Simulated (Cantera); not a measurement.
A closed system holds: 1 mol Ti(OiPr)₄, 0.64 mol O₂, 1.4 mol H₂.

Cantera equilibrium calculation (NASA polynomials, part measured and part estimated; ideal gas, pure solids and liquids). Candidate condensed phases: C, C₆H₆, C₇H₈, C₈H₁₈, H₂O, Ti, TiC, TiO, TiO₂, Ti₂O₃, Ti₃O₅, Ti₄O₇; 113 gas species. The feed counts by its element totals alone. Mutual solubility and eutectic melting of coexisting phases are not modelled. TiC: taken at fixed stoichiometry. Condensed phases not in the tables: Magnéli phases beyond Ti₄O₇. Rates play no part.

What condenses at these points (T in K, P in Pa): (1298, 4600); (1098, 22000); (1298, 22000); (1098, 1000); (1148, 10); (1198, 22000); (1148, 220); (1598, 10)?


```json
[
 {"T (K)": "1298", "P in Pa": "4600", "condensed phases": "C + TiC + Ti₃O₅", "Ti condensed (%)": "100.0"},
 {"T (K)": "1098", "P in Pa": "22000", "condensed phases": "C + TiO₂", "Ti condensed (%)": "100.0"},
 {"T (K)": "1298", "P in Pa": "22000", "condensed phases": "C + Ti₃O₅", "Ti condensed (%)": "100.0"},
 {"T (K)": "1098", "P in Pa": "1000", "condensed phases": "C + Ti₄O₇", "Ti condensed (%)": "100.0"},
 {"T (K)": "1148", "P in Pa": "10", "condensed phases": "C + TiC", "Ti condensed (%)": "100.0"},
 {"T (K)": "1198", "P in Pa": "22000", "condensed phases": "C + TiO₂ + Ti₄O₇", "Ti condensed (%)": "100.0"},
 {"T (K)": "1148", "P in Pa": "220", "condensed phases": "C + TiC + Ti₃O₅", "Ti condensed (%)": "100.0"},
 {"T (K)": "1598", "P in Pa": "10", "condensed phases": "C + TiC", "Ti condensed (%)": "100.0"}
]
```
